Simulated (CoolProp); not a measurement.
Properties of dimethyl carbonate at several states (Tc = 557.0 K, pc = 4.909 MPa, ω = 0.346).

The numbers come from the reference Helmholtz-energy equation of state, Zhou 2011 in CoolProp.

```
T (K)  p (MPa)          phase  density (kg/m³)  cp (kJ/(kg K))  cv (kJ/(kg K))  isothermal compressibility (1/MPa)
-----  -------  -------------  ---------------  --------------  --------------  ----------------------------------
286.5     4.09         liquid             1082           1.815           1.336                           0.0007874
308.9    0.315         liquid             1049           1.848           1.357                           0.0009714
355.5      2.2         liquid            988.0           1.935           1.430                            0.001419
315.2     22.3         liquid             1062           1.834           1.375                           0.0008359
413.5   0.0293            gas           0.7718           1.477           1.383                               34.31
574.2     11.1  supercritical            607.9           2.922           1.835                             0.02620
```
